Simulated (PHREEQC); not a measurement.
Solution (25 °C): 0.022 mol/kgw HF, 0.2 mol/kgw NH4F and 0.055 mol/kgw H2SiF6. Closed to the air; pH follows from the charge balance.

The numbers come from PHREEQC with the ion-association model, wateq4f.dat.

```csv
quantity,before,after
pH,2.95,2.96
HF (mol/kgw),0.0765,0.0461
F- (mol/kgw),0.0697,0.0392
HF2- (mol/kgw),0.0217,0.00714
H2F2 (mol/kgw),0.0162,0.00571
SI of Quartz (SiO2),-8.32,-7.15
```

Problem. Which change was made?
A) NH4F from 0.2 to 0.04 mol/kgw
B) NH4F from 0.2 to 0.3 mol/kgw
C) diluted 10-fold with water
D) HF replaced by (CH3)4NF at the same molality
E) diluted 2-fold with water

Solution. E, diluted 2-fold with water

This is a speciation only: nothing precipitates in the calculation. wateq4f.dat counts part of the HF as a dimer, H2F2, which phreeqc.dat doesn't know; its constant is uncertain. SiF6-2 is the database's only silicon fluoride.
